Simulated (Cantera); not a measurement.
Source: NASA polynomial tables (part measured, part estimated), evaluated in Cantera. Values are per mole of reaction as written; species without (g) are pure solids or liquids, kept so even where they would boil at 1 bar.

### Question
Between 300 and 800 K, where is each reaction favourable under standard conditions?
- NH3(g) + 3 NO(g) + 8 Cr ⇌ 3 OH(g) + 4 Cr2N

### Answer
- NH3(g) + 3 NO(g) + 8 Cr ⇌ 3 OH(g) + 4 Cr2N: ΔG° is -551 kJ at 300 K and -463 kJ at 800 K; it stays negative (K > 1). ΔH° is -588 kJ and ΔS° -156 J/K at 800 K.
